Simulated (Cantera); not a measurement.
Feed: 1 mol SiCl4, 190 mol N2, held at 1723 K and 13300 Pa.

Method: chemical equilibrium by Gibbs-energy minimisation in Cantera with the NASA 1993 tables (ideal gas, pure condensed phases). Candidate condensed phases: Si, Si3N4; 13 gas species. The tables' values for SiCl3 are old estimates; treat these amounts as uncertain. Rates play no part.

Base state: N2 0.992, SiCl4 0.00344, Cl 0.00243, SiCl3 0.00111, SiCl2 0.000674, Cl2 1.68e-5 (mole fractions); condensed: gas only.

**Question.** What changes in the equilibrium state with this change: SiCl4 replaced by SiH4?

**Answer.** 
```
species         before    after
-------------  -------  -------
N2               0.992    0.990
H2                   0   0.0104
H                    0  5.10e-5
SiCl4          0.00344        0
Cl             0.00243        0
SiCl3          0.00111        0
Si3N4(s), mol        0    0.333
```

**Question.** What changes in the equilibrium state with this change: SiCl4 replaced by SiH2Cl2?

**Answer.** 
| species | before | after |
|---|---|---|
| N2 | 0.992 | 0.990 |
| HCl | 0 | 0.00522 |
| H2 | 0 | 0.00260 |
| SiCl4 | 0.00344 | 3.37e-6 |
| SiCl2 | 0.000674 | 0.00248 |
| H | 0 | 2.55e-5 |
| Cl2 | 1.68e-5 | 4.46e-9 |
| Cl | 0.00243 | 3.96e-5 |
| SiCl3 | 0.00111 | 6.67e-5 |
| Si3N4(s), mol | 0 | 0.170 |
Further candidate phases: NH4Cl.
